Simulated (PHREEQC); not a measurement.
Dissolve 0.02 mol/kgw HCl, 0.01 mol/kgw ZnSO4 and 0.00074 mol/kgw MgSO4 at 25 °C. Closed to the air; pH follows from the charge balance.

All values are PHREEQC results (ion-association model, phreeqc.dat), not measurements.

Q: The ionic strength comes out as 0.0465 mol/kgw. What activity coefficients do ZnCl+, H+, Mg+2, Zn+2, HSO4- get?

A: ZnCl+ 0.82, H+ 0.86, Mg+2 0.49, Zn+2 0.47, HSO4- 0.83.

Precipitation was switched off in this run. Species that the database lacks are ignored.
